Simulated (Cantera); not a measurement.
A perfectly stirred reactor is fed with 31.6 % H2, 14.4 % O2, 54.0 % N2, equivalence ratio 1.1, at 1.09 atm; it is adiabatic with a 600 K inlet, and is followed from long to short residence time, starting on the burning branch (τ in s: 0.094, 0.035, 0.013, 0.0048, 0.0018, 0.00066, 0.00024, 9.1e-05, 3.4e-05).

Model: the H2/O2 subset of GRI-Mech 3.0, which has no nitrogen chemistry, integrated in Cantera.

x: mole fraction; the columns are a selection and need not sum to one.

```tsv
τ (s)	T (K)	x H2	x O2	x H	x OH	x O
0.094	2551	0.0422	0.00318	0.00645	0.0105	0.00104
0.035	2545	0.0426	0.00336	0.00673	0.0107	0.00111
0.013	2530	0.0436	0.00380	0.00744	0.0114	0.00127
0.0048	2494	0.0457	0.00480	0.00918	0.0127	0.00168
0.0018	2424	0.0494	0.00674	0.0129	0.0147	0.00257
0.00066	2304	…	…	…	0.0170	…
0.00024	2136	0.0602	0.0142	0.0319	0.0181	0.00692
9.1e-5	…	0.0643	…	…	0.0171	…
3.4e-5	1728	0.0689	0.0259	0.0652	0.0140	0.0120
```

Task: Some entries are withheld; supply them.

Result: 
- 0.00066, x H2: 0.0547
- 0.00066, x O2: 0.00994
- 0.00066, x H: 0.0201
- 0.00066, x O: 0.00430
- 9.1e-5, T (K): 1943
- 9.1e-5, x O2: 0.0192
- 9.1e-5, x H: 0.0474
- 9.1e-5, x O: 0.00979
